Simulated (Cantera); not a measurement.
A closed system holds: 1 mol ZrO2, 6.2 mol H2, 2.7 mol N2, held at 1225 °C.

These are equilibrium values from Cantera (NASA tables, ideal gas, pure condensed phases), not measurements of a reactor. Candidate condensed phases: H2O, Zr, ZrN, ZrO2; 28 gas species. The numbers say what is thermodynamically allowed, not how fast it happens.

Task: At 0.0750 Torr, list the 3 most abundant gas species with their mole fractions, and the condensed phases.

Result: H2 0.695, N2 0.303, H 0.00144. Condensed: ZrO2(tetragonal).
